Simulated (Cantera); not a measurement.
A closed system holds: 1 mol C₂H₆, 0.24 mol O₂, held at 2600 K and 7.50 Torr.

These are equilibrium values from Cantera (NASA tables, ideal gas, pure condensed phases), not measurements of a reactor. Candidate condensed phases: C, C₆H₆, C₇H₈, C₈H₁₈, H₂O; 110 gas species. Equilibrium is a limit: real reactors are often held back by kinetics, nucleation or transport.

Base state: H₂ 0.580, H 0.292, CO 0.118, C₂H₂ (acetylene) 0.00940, C₂H 0.000417, C₃ 0.000221, C₄H₂ 6.32e-5, C 6.24e-5 (mole fractions); condensed: C(graphite).

**Question.** What changes in the equilibrium state with this change: 0.12 mol NH₃ added?

**Answer.** 
```tsv
species	before	after
H₂	0.580	0.572
H	0.292	0.290
CO	0.118	0.110
N₂	0	0.00984
HCN	0	0.00676
HNC	0	0.000883
CN	0	0.000227
C₂H₂ (vinylidene)	1.01e-5	1.00e-5
C₄H₂	6.32e-5	6.23e-5
C(graphite), mol	1.44	1.40
```

**Question.** What changes in the equilibrium state with this change: C₂H₆ replaced by CH₄?

**Answer.** 
```json
[
 {"species": "H₂", "before": "0.580", "after": "0.542"},
 {"species": "H", "before": "0.292", "after": "0.283"},
 {"species": "CO", "before": "0.118", "after": "0.166"},
 {"species": "C₄H₂", "before": "6.32e-5", "after": "5.90e-5"},
 {"species": "C₂H₂ (acetylene)", "before": "0.00940", "after": "0.00879"},
 {"species": "C₂H₂ (vinylidene)", "before": "1.01e-5", "after": "9.48e-6"},
 {"species": "C₂H", "before": "0.000417", "after": "0.000403"},
 {"species": "C(graphite), mol", "before": "1.44", "after": "0.464"}
]
```
